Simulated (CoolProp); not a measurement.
A single-stage vapour-compression cycle with the fluid: evaporating at 277.15 K (dew point), condensing at 347.15 K (bubble point), superheat 8 K, subcooling 5 K, compressor efficiency 0.6, no pressure losses. The same conditions are run with several fluids, on thermodynamics alone (safety and materials aside).

Model: reference Helmholtz-energy equation of state of each fluid (n-pentane: Thol 2019; n-perfluoropentane: Gao 2022; R227EA: Lemmon 2016; R245ca: Zhou 2016; R365MFC: Lemmon 2016; isobutane: Bücker 2006), in CoolProp.

**Question.** Rank n-pentane, n-perfluoropentane, R227EA, R245ca, R365MFC, isobutane by cooling COP, highest first.

**Answer.** n-pentane (1.78), R245ca (1.75), R365MFC (1.71), isobutane (1.63), R227EA (1.23), n-perfluoropentane (1.15)

```json
[
 {"fluid": "n-pentane", "pressure ratio": "10.8", "discharge temperature (K)": "366.1", "refrigerating effect (kJ/kg)": "240", "volumetric capacity (kJ/m³)": "217"},
 {"fluid": "n-perfluoropentane", "pressure ratio": "11.3", "discharge temperature (K)": "347.2", "refrigerating effect (kJ/kg)": "34.3", "volumetric capacity (kJ/m³)": "154"},
 {"fluid": "R227EA", "pressure ratio": "7.20", "discharge temperature (K)": "352.9", "refrigerating effect (kJ/kg)": "49.2", "volumetric capacity (kJ/m³)": "864"},
 {"fluid": "R245ca", "pressure ratio": "11.8", "discharge temperature (K)": "370.9", "refrigerating effect (kJ/kg)": "132", "volumetric capacity (kJ/m³)": "313"},
 {"fluid": "R365MFC", "pressure ratio": "13.3", "discharge temperature (K)": "359.2", "refrigerating effect (kJ/kg)": "121", "volumetric capacity (kJ/m³)": "172"},
 {"fluid": "isobutane", "pressure ratio": "6.57", "discharge temperature (K)": "367.0", "refrigerating effect (kJ/kg)": "200", "volumetric capacity (kJ/m³)": "936"}
]
```

The compression ends wet for: n-perfluoropentane.
